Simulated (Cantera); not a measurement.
# Halide evaporation, hydrolysis and transport: FeCl₃ + HCl + N₂

A closed system holds: 1 mol FeCl₃, 0.27 mol HCl, 22 mol N₂, held at 0.00825 Torr.

Equilibrium computed with Cantera from the NASA thermochemical tables; the gas is ideal and each condensed phase is pure. Candidate condensed phases: Fe, FeCl₂, FeCl₃, NH₄Cl; 18 gas species. Rates play no part.

From 898 K to 1298 K nothing is condensed. The main Fe-bearing gas is FeCl₂ throughout.

| T (K) | x N₂ | x FeCl₂ | x Cl | x Cl₂ | x FeCl₃ | x HCl | x Fe₂Cl₄ |
|---|---|---|---|---|---|---|---|
| 898 | 0.931 | 0.0285 | 0.00245 | 0.0130 | 0.0138 | 0.0114 | 7.25e-7 |
| 948 | 0.926 | 0.0343 | 0.00612 | 0.0141 | 0.00785 | 0.0114 | 3.78e-7 |
| 998 | 0.922 | 0.0378 | 0.0127 | 0.0126 | 0.00405 | 0.0113 | 1.86e-7 |
| 1048 | 0.916 | 0.0397 | 0.0219 | 0.00891 | 0.00190 | 0.0112 | 9.02e-8 |
| 1098 | 0.912 | 0.0406 | 0.0310 | 0.00483 | 0.000804 | 0.0112 | 4.48e-8 |
| 1148 | 0.909 | 0.0410 | 0.0368 | 0.00208 | 0.000314 | 0.0112 | 2.31e-8 |
| 1198 | 0.907 | 0.0411 | 0.0395 | 0.000802 | 0.000121 | 0.0111 | 1.25e-8 |
| 1248 | 0.907 | 0.0412 | 0.0406 | 0.000309 | 4.82e-5 | 0.0111 | 7.12e-9 |
| 1298 | 0.907 | 0.0412 | 0.0409 | 0.000124 | 2.03e-5 | 0.0111 | 4.22e-9 |
x: gas mole fraction; nothing condenses.
